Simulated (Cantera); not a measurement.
## Ignition delay

Mixture: 27.6 % H₂, 15.2 % O₂, 57.2 % N₂, at 7.40 bar, adiabatic and at constant pressure. Ignition delay is the time to a rise of 400 K.

Model: GRI-Mech 3.0 (53 species, 325 reactions), integrated in Cantera. The hydrogen kinetics of GRI-Mech 3.0 are dated; newer H2 mechanisms differ, most at raised pressure.

| T0 (K) | delay (ms) |
|---|---|
| 1125 | 0.410 |
| 1200 | 0.0235 |
| 1275 | 0.00665 |
| 1350 | 0.00380 |
| 1425 | 0.00260 |

```json
{
  "apparent activation energy between 1275 and 1425 K": "95 kJ/mol"
}
```
